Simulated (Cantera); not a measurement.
A closed system holds: 1 mol CH2F2, 0.28 mol CH4, 0.21 mol F2, equilibrated at 4.10 mbar.

Method: chemical equilibrium by Gibbs-energy minimisation in Cantera with the NASA 1993 tables (ideal gas, pure condensed phases). Candidate condensed phases: C, C6H6, C7H8, C8H18; 95 gas species. The numbers say what is thermodynamically allowed, not how fast it happens. All values below are at 625 °C.

Base state: HF 0.874, H2 0.126, CH4 2.10e-5 (mole fractions); condensed: C(graphite).

Problem. What changes in the equilibrium state with this change: F2 from 0.21 to 0.11 mol?

Solution. 
| species | before | after |
|---|---|---|
| HF | 0.874 | 0.831 |
| H2 | 0.126 | 0.168 |
| CH4 | 2.10e-5 | 3.73e-5 |
| C(graphite), mol | 1.28 | 1.28 |
